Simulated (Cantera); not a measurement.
A closed system holds: 1 mol Si3N4, 0.054 mol CO2, a varied amount of H2, at 750 °C and 330 Torr.

Equilibrium computed with Cantera from the NASA thermochemical tables; the gas is ideal and each condensed phase is pure. Candidate condensed phases: C, C6H6, C7H8, C8H18, H2O, Si, SiC, SiO2, Si2N2O, Si3N4; 151 gas species. Mutual solubility and eutectic melting of coexisting phases are not modelled. The numbers say what is thermodynamically allowed, not how fast it happens.

x: gas mole fraction; n: condensed amount in mol.

| n(H2) (mol) | x H2 | x CH4 | x N2 | x NH3 | x HCN | x C2H4 | x H | n Si2N2O(s) | n Si3N4(s) |
|---|---|---|---|---|---|---|---|---|---|
| 11 | 0.992 | 0.00492 | 0.00327 | 1.25e-5 | 6.42e-8 | 6.51e-9 | 6.22e-9 | 0.108 | 0.928 |
| 21 | 0.996 | ? | ? | ? | ? | ? | 6.23e-9 | 0.108 | 0.928 |
| 40 | 0.998 | 0.00135 | 0.000897 | 6.59e-6 | 9.15e-9 | 4.85e-10 | 6.23e-9 | 0.108 | 0.928 |
| 78 | 0.999 | 0.000692 | 0.000459 | 4.72e-6 | 3.35e-9 | 1.27e-10 | 6.24e-9 | 0.108 | 0.928 |
| 150 | 0.999 | ? | ? | ? | ? | ? | 6.24e-9 | 0.108 | 0.928 |
| 300 | 1.000 | 0.000180 | 0.000119 | 2.40e-6 | 4.42e-10 | 8.58e-12 | 6.24e-9 | 0.108 | 0.928 |
| 580 | 1.000 | 9.31e-5 | 6.12e-5 | 1.73e-6 | 1.64e-10 | 2.30e-12 | 6.24e-9 | 0.108 | 0.928 |

Q: Complete the blanks.

A: 
- 150, x CH4: 0.000360
- 150, x N2: 0.000238
- 150, x NH3: 3.40e-6
- 150, x HCN: 1.25e-9
- 150, x C2H4: 3.44e-11
- 21, x CH4: 0.00257
- 21, x N2: 0.00171
- 21, x NH3: 9.07e-6
- 21, x HCN: 2.41e-8
- 21, x C2H4: 1.77e-9
